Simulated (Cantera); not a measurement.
An isothermal, constant-pressure homogeneous reactor starts with 0.242 % CH4, 3.09 % O2, 96.7 % N2, equivalence ratio 0.16, at 1098 K and 1.00 bar.

Model: GRI-Mech 3.0 (53 species, 325 reactions), integrated in Cantera.

x: mole fraction; the columns are a selection and need not sum to one.

```tsv
t (s)	x CH4	x O2	x CH2	x H2O2	x C2H4	x HO2
2.00e-6	0.00242	0.0309	<1e-12	<1e-12	<1e-12	<1e-12
9.41e-6	0.00242	0.0309	<1e-12	<1e-12	<1e-12	3.91e-12
4.43e-5	0.00242	0.0309	<1e-12	<1e-12	<1e-12	1.84e-11
0.000208	0.00242	0.0309	<1e-12	<1e-12	<1e-12	8.66e-11
0.000980	0.00242	0.0309	<1e-12	<1e-12	<1e-12	4.06e-10
0.00461	0.00242	0.0309	<1e-12	9.62e-12	<1e-12	1.87e-9
0.0217	0.00242	0.0309	<1e-12	5.41e-11	1.96e-12	8.05e-9
0.102	0.00242	0.0309	<1e-12	1.83e-10	2.23e-9	2.37e-8
0.480	0.00236	0.0309	<1e-12	…	…	…
2.26	<1e-12	0.0261	<1e-12	2.93e-10	<1e-12	8.55e-9
10.6	<1e-12	0.0261	<1e-12	2.11e-11	<1e-12	2.97e-10
50.0	<1e-12	0.0261	<1e-12	1.03e-11	<1e-12	1.95e-10
```

What belongs in the gaps?


- 0.480, x H2O2: 5.03e-9
- 0.480, x C2H4: 7.54e-7
- 0.480, x HO2: 2.37e-7
